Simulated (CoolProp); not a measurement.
A single-stage vapour-compression cycle with carbonyl sulfide: evaporating at 203.15 K (dew point), condensing at 239.15 K (bubble point), superheat 2 K, subcooling 8 K, compressor efficiency 0.8, no pressure losses. Each further row changes one setting.

Values from CoolProp's reference Helmholtz-energy equation of state, Lemmon 2006. It is a short technical equation, of lower accuracy than the large ones.

```csv
case,cooling COP,pressure ratio,discharge temperature (K),refrigerating effect (kJ/kg),volumetric capacity (kJ/m³)
as stated,3.99,5.55,318.0,290,378
evaporating temperature 208.15 K,4.86,?,304.4,293,493
condensing temperature 234.15 K,?,4.53,303.4,296,385
subcooling 13 K,4.07,5.55,318.0,296,385
superheat 12 K,3.89,5.55,?,296,367
compressor efficiency 0.7,3.49,5.55,332.3,290,378
```

**Question.** Some entries are withheld; supply them.

**Answer.** 
- evaporating temperature 208.15 K, pressure ratio: 4.20
- condensing temperature 234.15 K, cooling COP: 4.72
- superheat 12 K, discharge temperature (K): 331.2
